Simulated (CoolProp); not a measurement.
A simple Rankine cycle with R1336mzz(E): condensing at 314.15 K, boiler at 0.92 MPa, turbine inlet 391.8 K, turbine efficiency 0.7, pump efficiency 0.6, no recuperator. Each further row changes one setting.

Model: reference Helmholtz-energy equation of state, Akasaka 2023, in CoolProp.

| case | thermal efficiency (%) | net work (kJ/kg) | heat in (kJ/kg) | turbine exit temperature (K) | volume ratio over the turbine |
|---|---|---|---|---|---|
| as stated | 5.9 | 11.7 | 197 | 370.3 | 2.92 |
| condensing temperature 306.15 K | 7.1 | 14.7 | 207 | 365.8 | 3.77 |
| boiler pressure 0.644 MPa | 4.0 | 8.04 | 201 | 378.5 | 1.99 |
| turbine efficiency 0.6 | 5.0 | 9.88 | 197 | 372.2 | 2.93 |
